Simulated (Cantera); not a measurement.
Cantera run:

```python
import numpy as np
import cantera as ct

gas_names = """
    H HO2 H2 H2O H2O2 O OH O2 O3 Zr ZrO ZrO2
""".split()
cond_names = """
    H2O(s) H2O(L) Zr(a) Zr(b) Zr(L) ZrO2(a) ZrO2(b) ZrO2(L)
""".split()


# ... load() reads the species with a 1 bar reference pressure and builds the phases ...
atoms = {
    'Zr': {'Zr': 1},
    'H2O': {'H': 2, 'O': 1},
    'H2': {'H': 2},
}
top_T = {}  # K; cautious upper limits of use, not melting points


# ... equilibrate(T, P, feed) seeds the gas with the atoms and calls Mixture.equilibrate('TP', solver="vcs", rtol=1e-11, max_steps=5000) ...
results = []
feed = {'Zr': 1, 'H2O': 0.3, 'H2': 190}  # mol
P = 810000  # Pa
for T in [1750, 1850, 1950, 2050, 2150, 2250, 2350, 2450]:
    mix = equilibrate(T, P, feed)
    results.append((T, P, feed, dict(zip(mix.species_names, mix.species_moles))))

top = {s: max(r[3][s] / sum(r[3][g] for g in gas_names) for r in results) for s in gas_names}
cols = sorted((s for s in top if top[s] > 0.0001), key=lambda s: -top[s])[:5]
seen = [c for c in cond_names if any(r[3].get(c, 0) > 1e-12 for r in results)]
print("log10 of partial pressures in bar; condensed amounts in mol")
print(f"{'T/K':>10s}" + "".join(f"{s[:9]:>10s}" for s in cols + seen))
for T, P, feed, n in results:
    ng = sum(n[g] for g in gas_names)
    print(f"{T:10.4g}" + "".join(f"{np.log10(max(n[s] / ng * P / 1e5, 1e-99)):10.3f}" for s in cols)
          + "".join(f"{n.get(c, 0):10.4g}" for c in seen))
```

It prints:

```
log10 of partial pressures in bar; condensed amounts in mol
       T/K        H2         H     Zr(b)     Zr(L)   ZrO2(b)
      1750     0.908    -3.179      0.85         0      0.15
      1850     0.908    -2.814      0.85         0      0.15
      1950     0.908    -2.487    0.8501         0    0.1499
      2050     0.908    -2.190    0.8502         0    0.1498
      2150     0.908    -1.921         0    0.8503    0.1496
      2250     0.907    -1.676         0    0.8507    0.1492
      2350     0.907    -1.451         0    0.8513    0.1484
      2450     0.905    -1.244         0    0.8521    0.1469
```

Cantera equilibrium calculation (NASA polynomials, part measured and part estimated; ideal gas, pure solids and liquids). Mutual solubility and eutectic melting of coexisting phases are not modelled. Condensed phases not in the tables: N, O or C dissolved in the metal.
